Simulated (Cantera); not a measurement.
A diamond (100) surface in a fixed gas of H2 with x(CH4) = 0.0072, x(H) = 0.046, x(CH3) = 0.0017, 71.3 Torr; coverages are run to steady state.

Cantera simulation using the Harris–Goodwin 1993 mechanism for the reconstructed diamond (100) surface; the numbers are that mechanism's predictions, not measurements.

One state of this run: growth (µm/h) = 93.5; θ c6HH = 0.560; θ c6H* = 0.0210; θ c6*H = 0.383; θ c6** = 0.0114; θ c6HM = 0.0178. θ: site fractions in the mechanism's names (c6HH fully hydrogenated, c6H* and c6*H radical sites, c6** diradical, c6HM methylated).

Question: Which value of T (K) does it belong to?
A. 1275
B. 1375
C. 1325
D. 1025

Answer: D, 1025
